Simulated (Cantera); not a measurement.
An adiabatic, constant-pressure homogeneous reactor starts with C3H8 : O2 : N2 = 1 : 2.17 : 8.17 (molar parts), at 1300 K and 22.0 bar. Integrator tolerance rtol = 1e-08.

Detailed kinetics in Cantera: GRI-Mech 3.0 (53 species, 325 reactions). GRI-Mech 3.0 was tuned for natural gas; its chemistry of propane as a main component is partial and can be far from experiment. The pressure lies above the range GRI-Mech 3.0 was tuned for (to about 10 atm).

Problem. What does this change do: pressure from 22.0 bar to 15.0 bar?

Solution. 
```
quantity                                                              before                                      after
---------------------------------  -----------------------------------------  -----------------------------------------
time of steepest temperature rise                                   0.195 ms                                   0.250 ms
temperature at 0.300 s                                                2288 K                                     2287 K
equilibrium temperature                                               2288 K                                     2287 K
x(C3H8) at 0.300 s                     <1e-12 (gas-phase equilibrium <1e-12)      <1e-12 (gas-phase equilibrium <1e-12)
x(O2) at 0.300 s                     2.75e-8 (gas-phase equilibrium 2.75e-8)    3.99e-8 (gas-phase equilibrium 3.99e-8)
x(C2H2) at 0.300 s                 1.31e-10 (gas-phase equilibrium 1.45e-10)  6.05e-11 (gas-phase equilibrium 6.75e-11)
x(HO2) at 0.300 s                  1.01e-10 (gas-phase equilibrium 1.01e-10)  1.21e-10 (gas-phase equilibrium 1.21e-10)
x(OH) at 0.300 s                     5.35e-5 (gas-phase equilibrium 5.35e-5)    6.43e-5 (gas-phase equilibrium 6.43e-5)
x(CH2) at 0.300 s                  3.80e-11 (gas-phase equilibrium 4.21e-11)  2.56e-11 (gas-phase equilibrium 2.85e-11)
x(C2H) at 0.300 s                      <1e-12 (gas-phase equilibrium <1e-12)      <1e-12 (gas-phase equilibrium <1e-12)
```

Problem. What does this change do: 0.077 parts H2 added?

Solution. 
```json
[
 {"quantity": "time of steepest temperature rise", "before": "0.195 ms", "after": "0.180 ms"},
 {"quantity": "temperature at 0.300 s", "before": "2288 K", "after": "2284 K"},
 {"quantity": "equilibrium temperature", "before": "2288 K", "after": "2284 K"},
 {"quantity": "x(C3H8) at 0.300 s", "before": "<1e-12 (gas-phase equilibrium <1e-12)", "after": "<1e-12 (gas-phase equilibrium <1e-12)"},
 {"quantity": "x(O2) at 0.300 s", "before": "2.75e-8 (gas-phase equilibrium 2.75e-8)", "after": "2.50e-8 (gas-phase equilibrium 2.50e-8)"},
 {"quantity": "x(C2H2) at 0.300 s", "before": "1.31e-10 (gas-phase equilibrium 1.45e-10)", "after": "1.39e-10 (gas-phase equilibrium 1.54e-10)"},
 {"quantity": "x(HO2) at 0.300 s", "before": "1.01e-10 (gas-phase equilibrium 1.01e-10)", "after": "9.29e-11 (gas-phase equilibrium 9.29e-11)"},
 {"quantity": "x(OH) at 0.300 s", "before": "5.35e-5 (gas-phase equilibrium 5.35e-5)", "after": "5.13e-5 (gas-phase equilibrium 5.13e-5)"},
 {"quantity": "x(CH2) at 0.300 s", "before": "3.80e-11 (gas-phase equilibrium 4.21e-11)", "after": "3.85e-11 (gas-phase equilibrium 4.27e-11)"},
 {"quantity": "x(C2H) at 0.300 s", "before": "<1e-12 (gas-phase equilibrium <1e-12)", "after": "<1e-12 (gas-phase equilibrium <1e-12)"}
]
```
